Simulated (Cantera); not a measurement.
A perfectly stirred reactor is fed with H2 : O2 : N2 = 0.32 : 1 : 8.6 (molar parts), equivalence ratio 0.16, at 705 Torr; it is held at 1150 K, and followed from long to short residence time.

Cantera simulation using the H2/O2 subset of GRI-Mech 3.0, which has no nitrogen chemistry; the numbers are that mechanism's predictions, not measurements.

**Question.** What does this change do: H2 0.32 to 1 parts?

**Answer.** 
| quantity | before | after |
|---|---|---|
| x(H2) at τ = 13.0 s | 1.01e-5 | 2.32e-5 |
| x(O2) at τ = 13.0 s | 0.0861 | 0.0495 |
| x(H) at τ = 13.0 s | 2.64e-8 | 8.84e-8 |
| x(H2O2) at τ = 13.0 s | 3.80e-8 | 8.08e-8 |
| x(H2O) at τ = 13.0 s | 0.0328 | 0.0990 |
| x(H2) at τ = 0.360 s | 0.000114 | 0.000268 |
| x(O2) at τ = 0.360 s | 0.0861 | 0.0496 |
| x(H) at τ = 0.360 s | 9.51e-7 | 3.17e-6 |
| x(H2O2) at τ = 0.360 s | 2.78e-7 | 6.44e-7 |
| x(H2O) at τ = 0.360 s | 0.0326 | 0.0987 |
The temperature is held fixed by assumption; the heat of reaction is taken as removed at once.

**Question.** What does this change do: temperature 1150 to 750 K?

**Answer.** 
```csv
quantity,before,after
x(H2) at τ = 13.0 s,1.01e-5,0.0323
x(O2) at τ = 13.0 s,0.0861,0.101
x(H) at τ = 13.0 s,2.64e-8,<1e-12
x(H2O2) at τ = 13.0 s,3.80e-8,2.02e-7
x(H2O) at τ = 13.0 s,0.0328,3.04e-7
x(H2) at τ = 0.360 s,0.000114,0.0323
x(O2) at τ = 0.360 s,0.0861,0.101
x(H) at τ = 0.360 s,9.51e-7,<1e-12
x(H2O2) at τ = 0.360 s,2.78e-7,2.68e-11
x(H2O) at τ = 0.360 s,0.0326,8.76e-12
```
Below about 950 K walls govern HO2 and H2O2 in real vessels.
